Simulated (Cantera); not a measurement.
Feed: 1 mol SiC, 0.05 mol O2, 7.1 mol N2, 0.14 mol CO2, held at 1198.15 K.

Cantera equilibrium calculation (NASA polynomials, part measured and part estimated; ideal gas, pure solids and liquids). Candidate condensed phases: C, Si, SiC, SiO2, Si2N2O, Si3N4; 34 gas species. N2 is the only nitrogen source here; it is nearly inert below about 1500 K, so the nitride shown seldom forms there in practice. Mutual solubility and eutectic melting of coexisting phases are not modelled. Equilibrium is a limit: real reactors are often held back by kinetics, nucleation or transport.

Which condensed phases are stable at each of these points (P (Pa)): 0.100, 2.50, 63, 1600, 40000, 1000000?


| P (Pa) | condensed phases | Si condensed (%) |
|---|---|---|
| 0.100 | SiC(s) + Si2N2O(s) | 99.8 |
| 2.50 | C(graphite) + SiC(s) + Si2N2O(s) | 100.0 |
| 63 | C(graphite) + Si2N2O(s) + Si3N4(s) | 100.0 |
| 1600 | C(graphite) + Si2N2O(s) + Si3N4(s) | 100.0 |
| 40000 | C(graphite) + Si2N2O(s) + Si3N4(s) | 100.0 |
| 1000000 | C(graphite) + Si2N2O(s) + Si3N4(s) | 100.0 |

At 0.100 Pa the condensed part is SiC(s) + Si2N2O(s). At 2.50 Pa the condensed part is C(graphite) + SiC(s) + Si2N2O(s). From 63.0 Pa to 10.0 bar the condensed part is C(graphite) + Si2N2O(s) + Si3N4(s).
